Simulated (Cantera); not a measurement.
What does this Cantera script print?

```python
import numpy as np
import cantera as ct

gas_names = [...]  # 113 gases of nasa_gas.yaml made of C, H, O, Ta
cond_names = """
    C(gr) C6H6(L) C7H8(L) C8H18(L),n-octa H2O(s) H2O(L) Ta(cr) Ta(L) TaC(s) TaC(L) Ta2O5(s) Ta2O5(L)
""".split()


# ... load() reads the species with a 1 bar reference pressure and builds the phases ...
atoms = {
    'Ta2O5': {'Ta': 2, 'O': 5},
    'CH4': {'C': 1, 'H': 4},
    'CO': {'C': 1, 'O': 1},
}
top_T = {'C(gr)': 4500}  # K; cautious upper limits of use, not melting points


# ... equilibrate(T, P, feed) seeds the gas with the atoms and calls Mixture.equilibrate('TP', solver="vcs", rtol=1e-11, max_steps=5000) ...
results = []
feed = {'Ta2O5': 1, 'CH4': 5.6, 'CO': 2.2}  # mol
T = 1723.15  # K
P = 13332.2  # Pa
mix = equilibrate(T, P, feed)
results.append((T, P, feed, dict(zip(mix.species_names, mix.species_moles))))
x = sorted(zip(gas.X, gas.species_names), reverse=True)
print(f"T = {T:g} K  P = {P:g} Pa  gas = {mix.phase_moles(0):.4g} mol")
print("   x: " + "  ".join(f"{s} {v:.3e}" for v, s in x if v > 0.001))
print("   condensed (mol): " + ("  ".join(f"{mix.phase(i).name} {mix.phase_moles(i):.4g}"
      for i in range(1, mix.n_phases) if mix.phase_moles(i) > 1e-12) or "none"))
```

Output:

```
T = 1723.15 K  P = 13332.2 Pa  gas = 17.39 mol
   x: H2 6.418e-01  CO 3.555e-01  H2O 1.930e-03
   condensed (mol): TaC(s) 1.611  Ta2O5(s) 0.1944
```

These are equilibrium values from Cantera (NASA tables, ideal gas, pure condensed phases), not measurements of a reactor. Mutual solubility and eutectic melting of coexisting phases are not modelled. TaC: taken at fixed stoichiometry. Condensed phases not in the tables: Ta2C.
